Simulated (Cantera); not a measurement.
An isothermal plug-flow reactor at 948 K and 1.01 bar (inlet), inlet velocity 4.4 m/s, active area per volume 180 1/m; feed 1.82 % H₂, 8.10 % O₂, 90.1 % N₂.

Cantera simulation using Deutschmann's 1995 Pt surface mechanism with GRI-Mech 3.0 gas chemistry; the numbers are that mechanism's predictions, not measurements. Catalytic surfaces can have several steady states; this one follows from the mechanism file's or the stated starting coverage. Mass transfer to the wall is taken as infinitely fast.

One state of this run: x H₂ = 5.19e-9; x O₂ = 0.0725; x H₂O = 0.0184; θ free Pt = 0.158; θ O* = 0.840; θ OH* = 0.00271. x: gas mole fraction; θ: surface coverage.

Q: Which value of z (m) does it belong to?
A. 0.059
B. 0.00059
C. 0.0046
D. 0.0028

A: A, 0.059
